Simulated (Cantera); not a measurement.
A freely propagating, adiabatic, planar premixed flame of 17.1 % CH3OH, 23.2 % O2, 59.7 % N2, equivalence ratio 1.1, unburnt at 425 K and 490000 Pa; mixture-averaged transport, grid criteria slope 0.08 and curve 0.16, no radiation.

Cantera simulation using GRI-Mech 3.0 (53 species, 325 reactions); the numbers are that mechanism's predictions, not measurements. GRI-Mech 3.0 was tuned for natural gas; its chemistry of methanol as a main component is partial and can be far from experiment. Burning velocities carry a grid error of a few per cent, more on coarse grids.

Q: Predict: laminar burning velocity; thermal thickness; peak x(CH4); peak x(CH3); peak x(OH); peak x(H).

A: 
| Item | Value |
|---|---|
| laminar burning velocity | 92.1 cm/s |
| thermal thickness | 0.0545 mm |
| peak x(CH4) | 0.000248 |
| peak x(CH3) | 0.000214 |
| peak x(OH) | 0.0139 |
| peak x(H) | 0.00938 |
